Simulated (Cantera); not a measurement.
Diamond growth

A diamond (100) surface in a fixed gas of H2 with x(CH4) = 0.004, x(H) = 0.0027, x(CH3) = 1.9e-05, 0.0237 atm; coverages are run to steady state.

Cantera simulation using the Harris–Goodwin 1993 mechanism for the reconstructed diamond (100) surface; the numbers are that mechanism's predictions, not measurements.

```json
[
 {"T (K)": "925", "growth (µm/h)": "0.161", "θ c6HH": "0.664", "θ c6H*": "0.0121", "θ c6*H": "0.312", "θ c6**": "0.00536", "θ c6HM": "0.00515"},
 {"T (K)": "975", "growth (µm/h)": "0.197", "θ c6HH": "0.617", "θ c6H*": "0.0161", "θ c6*H": "0.353", "θ c6**": "0.00794", "θ c6HM": "0.00391"},
 {"T (K)": "1025", "growth (µm/h)": "0.211", "θ c6HH": "0.574", "θ c6H*": "0.0205", "θ c6*H": "0.391", "θ c6**": "0.0112", "θ c6HM": "0.00269"},
 {"T (K)": "1075", "growth (µm/h)": "0.181", "θ c6HH": "0.533", "θ c6H*": "0.0252", "θ c6*H": "0.424", "θ c6**": "0.0152", "θ c6HM": "0.00152"},
 {"T (K)": "1125", "growth (µm/h)": "0.125", "θ c6HH": "0.496", "θ c6H*": "0.0303", "θ c6*H": "0.453", "θ c6**": "0.0198", "θ c6HM": "0.000676"},
 {"T (K)": "1175", "growth (µm/h)": "0.0825", "θ c6HH": "0.463", "θ c6H*": "0.0354", "θ c6*H": "0.477", "θ c6**": "0.0249", "θ c6HM": "0.000257"},
 {"T (K)": "1225", "growth (µm/h)": "0.0637", "θ c6HH": "0.433", "θ c6H*": "0.0407", "θ c6*H": "0.496", "θ c6**": "0.0303", "θ c6HM": "9.32e-5"},
 {"T (K)": "1275", "growth (µm/h)": "0.0598", "θ c6HH": "0.407", "θ c6H*": "0.0459", "θ c6*H": "0.511", "θ c6**": "0.0360", "θ c6HM": "3.37e-5"},
 {"T (K)": "1325", "growth (µm/h)": "0.0592", "θ c6HH": "0.385", "θ c6H*": "0.0510", "θ c6*H": "0.523", "θ c6**": "0.0416", "θ c6HM": "1.23e-5"},
 {"T (K)": "1375", "growth (µm/h)": "0.0516", "θ c6HH": "0.366", "θ c6H*": "0.0559", "θ c6*H": "0.531", "θ c6**": "0.0470", "θ c6HM": "4.48e-6"}
]
```
θ: site fractions in the mechanism's names (c6HH fully hydrogenated, c6H* and c6*H radical sites, c6** diradical, c6HM methylated).
